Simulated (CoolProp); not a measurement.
Vapour pressure (MPa) of c-C4F8 (RC318): the reference equation beside estimates from Tc = 388.4 K, pc = 2.778 MPa, ω = 0.355. Clausius-Clapeyron is anchored at 287.9 K with a constant enthalpy of vaporisation of 21.74 kJ/mol.

Model: reference Helmholtz-energy equation of state, Platzer 1990, in CoolProp. This equation is an older, rougher fit; its heat capacities, sound speeds and derivatives of the liquid may be far off and weren't checked against measurements.

```
T (K)  reference  Lee-Kesler  Clausius-Clapeyron  Peng-Robinson
-----  ---------  ----------  ------------------  -------------
267.2     0.1014      0.1014              0.1099         0.1015
270.2     0.1146      0.1147              0.1226         0.1146
273.1     0.1287      0.1287              0.1358         0.1284
276.1     0.1445      0.1446                   …         0.1441
279       0.1613      0.1614              0.1663         0.1606
282       0.1802      0.1804                   …         0.1793
284.9     0.2000      0.2002              0.2019              …
287.9     0.2222      0.2225              0.2222         0.2208
290.9     0.2462      0.2466              0.2440         0.2446
293.8     0.2713      0.2717              0.2666         0.2694
296.8     0.2992      0.2997              0.2917              …
299.7          …      0.3288                   …         0.3259
302.7     0.3605      0.3610              0.3463         0.3579
305.6          …      0.3944              0.3759         0.3911
```

Question: What belongs in the gaps?

Answer: 
- 276.1, Clausius-Clapeyron: 0.1507
- 282, Clausius-Clapeyron: 0.1837
- 284.9, Peng-Robinson: 0.1988
- 296.8, Peng-Robinson: 0.2971
- 299.7, reference: 0.3283
- 299.7, Clausius-Clapeyron: 0.3176
- 305.6, reference: 0.3939

Absolute difference from the reference over all 14 rows, mean and median: Lee-Kesler 0.1 and 0.1 %, Clausius-Clapeyron 3.4 and 3.2 %, Peng-Robinson 0.5 and 0.6 %.
